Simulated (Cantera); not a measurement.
Charge: 1 mol CaS, 0.54 mol O2, 31 mol N2, equilibrated at 0.0120 bar.

Method: chemical equilibrium by Gibbs-energy minimisation in Cantera with the NASA 1993 tables (ideal gas, pure condensed phases). Candidate condensed phases: Ca, CaO, CaS, CaSO4, S; 21 gas species. Mutual solubility and eutectic melting of coexisting phases are not modelled. Equilibrium is a limit: real reactors are often held back by kinetics, nucleation or transport.

Problem. At 1575 K, list the 4 most abundant gas species with their mole fractions, and the condensed phases.

Solution. N2 0.987, SO2 0.00797, S2 0.00424, SO 0.000939. Condensed: CaO(s) + CaS(s).
